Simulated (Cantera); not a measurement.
# Gas-phase reforming

An isothermal, constant-pressure homogeneous reactor starts with 7.14 % CH4, 92.9 % H2O, at 1575 K and 20.0 bar.

Detailed kinetics in Cantera: GRI-Mech 3.0 (53 species, 325 reactions). The pressure lies above the range GRI-Mech 3.0 was tuned for (to about 10 atm).

| t (s) | x CH4 | x H2O | x H2 | x H2O2 | x O |
|---|---|---|---|---|---|
| 2.00e-6 | 0.0714 | 0.929 | 3.19e-6 | <1e-12 | <1e-12 |
| 1.38e-5 | 0.0714 | 0.929 | 2.30e-5 | 7.33e-12 | 1.35e-11 |
| 9.49e-5 | 0.0711 | 0.929 | 0.000192 | 1.65e-11 | 3.00e-11 |
| 0.000654 | 0.0692 | 0.927 | 0.00220 | 2.72e-11 | 4.82e-11 |
| 0.00451 | 0.0586 | 0.917 | 0.0182 | 2.23e-11 | 3.18e-11 |
| 0.0311 | 0.0343 | 0.876 | 0.0677 | 1.44e-11 | 1.62e-11 |
| 0.214 | 0.0235 | 0.800 | 0.137 | 7.00e-12 | 1.28e-11 |
| 1.47 | 0.00661 | 0.736 | 0.201 | 4.05e-12 | 9.38e-12 |
| 10.2 | 1.27e-5 | 0.717 | 0.220 | 3.62e-12 | 8.66e-12 |
| 70.0 | 3.10e-7 | 0.717 | 0.221 | 3.63e-12 | 8.67e-12 |
x: mole fraction; the columns are a selection and need not sum to one.

Equilibrium at this temperature and pressure: CH4 3.22e-7, H2O 0.717, H2 0.221, H2O2 3.63e-12, O 8.67e-12 (gas phase only).
